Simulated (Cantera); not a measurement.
## Ignition delay

Mixture: CO : H2 : O2 : N2 : H2O = 1 : 0.84 : 1.61 : 6.07 : 2.6 (molar parts), equivalence ratio 0.57, at 11300 Torr, adiabatic and at constant pressure. Ignition delay is the time to a rise of 400 K.

Detailed kinetics in Cantera: GRI-Mech 3.0 (53 species, 325 reactions). The hydrogen kinetics of GRI-Mech 3.0 are dated; newer H2 mechanisms differ, most at raised pressure. The pressure lies above the range GRI-Mech 3.0 was tuned for (to about 10 atm). Below about 950 K walls govern HO2 and H2O2 in real vessels.

| T0 (K) | delay (ms) |
|---|---|
| 850 | 425 |
| 925 | 56.6 |
| 1000 | 10.5 |
| 1075 | 2.45 |
| 1150 | 0.678 |
| 1225 | 0.211 |
| 1300 | 0.0708 |
| 1375 | 0.0250 |
| 1450 | 0.00954 |

| Item | Value |
|---|---|
| apparent activation energy between 1300 and 1450 K | 210 kJ/mol |
